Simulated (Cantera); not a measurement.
Feed: 1 mol (CH3)2SiCl2, a varied amount of H2, held at 2225 K and 7.13 Torr.

Cantera equilibrium calculation (NASA polynomials, part measured and part estimated; ideal gas, pure solids and liquids). Candidate condensed phases: C, C6H6, C7H8, C8H18, Si, SiC; 109 gas species. The feed counts by its element totals alone. The tables' values for SiCl are old estimates; treat these amounts as uncertain. Gases not in the tables: Si2H6 and higher silanes. Equilibrium is a limit: real reactors are often held back by kinetics, nucleation or transport.

x: gas mole fraction; n: condensed amount in mol.

| n(H2) (mol) | x H2 | x H | x HCl | x Si | n C(graphite) | n SiC(s) |
|---|---|---|---|---|---|---|
| 25 | 0.863 | 0.0618 | 0.0608 | 0.00571 | 1.06 | 0.739 |
| 38 | 0.883 | 0.0624 | 0.0424 | 0.00571 | 1.05 | 0.648 |
| 56 | 0.896 | 0.0629 | 0.0299 | 0.00571 | 1.05 | 0.517 |
| 83 | 0.905 | 0.0632 | 0.0207 | 0.00571 | 1.06 | 0.316 |
| 120 | 0.911 | 0.0634 | 0.0146 | 0.00571 | 1.07 | 0.0366 |
| 180 | 0.918 | 0.0637 | 0.00989 | … | 0.760 | 0 |
| 270 | 0.923 | 0.0638 | 0.00667 | … | 0.253 | 0 |
| 400 | 0.927 | 0.0640 | 0.00454 | … | 0 | 0 |
| 600 | 0.930 | 0.0641 | 0.00304 | … | 0 | 0 |
| 880 | 0.932 | 0.0641 | 0.00208 | … | 0 | 0 |

Question: What belongs in the gaps?

Answer: 
- 180, x Si: 0.00415
- 270, x Si: 0.00287
- 400, x Si: 0.00203
- 600, x Si: 0.00141
- 880, x Si: 0.000991
